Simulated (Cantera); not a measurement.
A Cantera script and what it prints.

```python
import numpy as np
import cantera as ct

gas_names = """
    CL CL2 N N2 Si SiCL SiCL2 SiCL3 SiCL4 SiN Si2 Si2N Si3
""".split()
cond_names = """
    Si(cr) Si(L) Si3N4(a)
""".split()


# ... load() reads the species with a 1 bar reference pressure and builds the phases ...
atoms = {
    'Si3N4': {'Si': 3, 'N': 4},
    'Cl2': {'CL': 2},
}
top_T = {'Si3N4(a)': 2400}  # K; cautious upper limits of use, not melting points


# ... equilibrate(T, P, feed) seeds the gas with the atoms and calls Mixture.equilibrate('TP', solver="vcs", rtol=1e-11, max_steps=5000) ...
results = []
P = 10000  # Pa
for T in [798, 948, 1098, 1248, 1398, 1548, 1698, 1848, 1998, 2148]:
    for m in [3.1, 4.5, 6.3, 9, 13, 18, 26, 37]:
        feed = {'Si3N4': 1, 'Cl2': m}  # mol
        mix = equilibrate(T, P, feed)
        results.append((T, P, feed, dict(zip(mix.species_names, mix.species_moles))))

for T, P, feed, n in results:
    print(f"{T:7g} {feed['Cl2']:10.4g}  " + (" + ".join(c for c in cond_names if n.get(c, 0) > 1e-12) or "gas only"))
```

Output:

```
    798        3.1  Si3N4(a)
    798        4.5  Si3N4(a)
    798        6.3  gas only
    798          9  gas only
    798         13  gas only
    798         18  gas only
    798         26  gas only
    798         37  gas only
    948        3.1  Si3N4(a)
    948        4.5  Si3N4(a)
    948        6.3  gas only
    948          9  gas only
    948         13  gas only
    948         18  gas only
    948         26  gas only
    948         37  gas only
   1098        3.1  Si3N4(a)
   1098        4.5  Si3N4(a)
   1098        6.3  gas only
   1098          9  gas only
   1098         13  gas only
   1098         18  gas only
   1098         26  gas only
   1098         37  gas only
   1248        3.1  Si3N4(a)
   1248        4.5  Si3N4(a)
   1248        6.3  gas only
   1248          9  gas only
   1248         13  gas only
   1248         18  gas only
   1248         26  gas only
   1248         37  gas only
   1398        3.1  Si3N4(a)
   1398        4.5  Si3N4(a)
   1398        6.3  gas only
   1398          9  gas only
   1398         13  gas only
   1398         18  gas only
   1398         26  gas only
   1398         37  gas only
   1548        3.1  Si3N4(a)
   1548        4.5  Si3N4(a)
   1548        6.3  gas only
   1548          9  gas only
   1548         13  gas only
   1548         18  gas only
   1548         26  gas only
   1548         37  gas only
   1698        3.1  Si3N4(a)
   1698        4.5  gas only
   1698        6.3  gas only
   1698          9  gas only
   1698         13  gas only
   1698         18  gas only
   1698         26  gas only
   1698         37  gas only
   1848        3.1  Si3N4(a)
   1848        4.5  gas only
   1848        6.3  gas only
   1848          9  gas only
   1848         13  gas only
   1848         18  gas only
   1848         26  gas only
   1848         37  gas only
   1998        3.1  gas only
   1998        4.5  gas only
   1998        6.3  gas only
   1998          9  gas only
   1998         13  gas only
   1998         18  gas only
   1998         26  gas only
   1998         37  gas only
   2148        3.1  gas only
   2148        4.5  gas only
   2148        6.3  gas only
   2148          9  gas only
   2148         13  gas only
   2148         18  gas only
   2148         26  gas only
   2148         37  gas only
```

These are equilibrium values from Cantera (NASA tables, ideal gas, pure condensed phases), not measurements of a reactor. The tables' values for SiCl3 are old estimates.
